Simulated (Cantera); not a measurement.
A closed system holds: 1 mol BCl3, 0.17 mol O2, 53 mol H2, held at 973.15 K and 0.133 bar.

Method: chemical equilibrium by Gibbs-energy minimisation in Cantera with the NASA 1993 tables (ideal gas, pure condensed phases). Candidate condensed phases: B, B2O3, B3O3H3, H2O; 33 gas species. Gases not in the tables: BHCl2. Kinetics and transport are ignored.

Base state: H2 0.960, HCl 0.0311, BCl3 0.00722, B3O3H3 0.00122, B3O3Cl3 0.000866 (mole fractions); condensed: B(s).

### Question
What changes in the equilibrium state with this change: pressure from 0.133 bar to 10.0 mbar?

### Answer
| species | before | after |
|---|---|---|
| H2 | 0.960 | 0.954 |
| HCl | 0.0311 | 0.0400 |
| BCl3 | 0.00722 | 0.00424 |
| B3O3H3 | 0.00122 | 0.000549 |
| B3O3Cl3 | 0.000866 | 0.000841 |
| B(s), mol | 0.269 | 0.467 |
| B2O3(l), mol | 0 | 0.0377 |
